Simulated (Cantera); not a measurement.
Feed: 1 mol Hg, 7.8 mol H2, 0.25 mol O2, equilibrated at 0.190 bar.

Equilibrium computed with Cantera from the NASA thermochemical tables; the gas is ideal and each condensed phase is pure. Candidate condensed phases: H2O, Hg, HgO; 10 gas species. Kinetics and transport are ignored. All values below are at 1125 K.

Base state: H2 0.830, Hg 0.114, H2O 0.0568 (mole fractions); condensed: gas only.

Question: What changes in the equilibrium state with this change: O2 from 0.25 to 0.16 mol?

Answer: 
```tsv
species	before	after
H2	0.830	0.850
Hg	0.114	0.114
H2O	0.0568	0.0364
```
